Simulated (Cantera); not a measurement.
## Halide evaporation, hydrolysis and transport: MgCl₂ + O₂ + H₂

A closed system holds: 1 mol MgCl₂, 0.036 mol O₂, 0.22 mol H₂, equilibrated at 2148.15 K and 1.00 bar.

Cantera equilibrium calculation (NASA polynomials, part measured and part estimated; ideal gas, pure solids and liquids). Candidate condensed phases: H₂O, Mg, MgCl₂, MgO, Mg(OH)₂; 22 gas species. The tables' values for MgH are old estimates; treat these amounts as uncertain. Kinetics and transport are ignored.

```
Quantity                              Result
--------------------------------  ----------
x(MgCl₂)                               0.749
x(HCl)                                 0.123
x(H₂)                                  0.114
x(MgCl)                              0.00469
x(Mg)                                0.00411
x(H₂O)                               0.00301
x(H)                                 0.00141
x(Cl)                                0.00111
x(MgH)                               2.34e-5
n(MgO(s))                         0.0683 mol
gas amount                         1.230 mol
log10 activity of Mg(l) (absent)       -4.11
```
